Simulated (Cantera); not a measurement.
A closed system holds: 1 mol Si₂Cl₆, a varied amount of H₂, 0.046 mol HCl, at 1298 K and 1 atm.

Equilibrium computed with Cantera from the NASA thermochemical tables; the gas is ideal and each condensed phase is pure. Candidate condensed phases: Si; 19 gas species. The feed counts by its element totals alone. The tables' values for SiCl₃ are old estimates; treat these amounts as uncertain. Rates play no part.

log p: log10 of the partial pressure in bar; n: condensed amount in mol.

```tsv
n(H₂) (mol)	log p H₂	log p HCl	log p SiCl₄	log p SiHCl₃	log p SiCl₂	n Si(s)
16	-0.06	-1.21	-1.41	-1.61	-1.93	…
30	-0.04	-1.29	-1.77	-1.87	-2.12	…
60	-0.02	-1.40	-2.24	-2.21	-2.35	…
120	-0.01	-1.54	-2.82	-2.64	-2.64	…
230	0.00	-1.71	-3.51	-3.15	-2.98	…
450	0.00	-1.93	-4.40	-3.82	-3.43	…
880	0.00	-2.18	-5.44	-4.59	-3.95	…
```

Q: Some entries are withheld; supply them.

A: 
- 16, n Si(s): 0.490
- 30, n Si(s): 0.604
- 60, n Si(s): 0.809
- 120, n Si(s): 1.10
- 230, n Si(s): 1.42
- 450, n Si(s): 1.68
- 880, n Si(s): 1.84
